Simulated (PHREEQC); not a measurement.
Solution (85 °C): 0.028 mol H2SO4 per kg of water. Closed to the air; pH follows from the charge balance.

Computed with PHREEQC (ion-association model, wateq4f.dat).

### Question
The ionic strength comes out as 0.0350 mol/kgw. What activity coefficients do SO4-2, HSO4-, H+ get?

### Answer
SO4-2 0.47, HSO4- 0.82, H+ 0.85.

No solid was allowed to form. Away from 25 °C the constants follow the database's enthalpies or fits; those with neither stay at their 25 °C values.
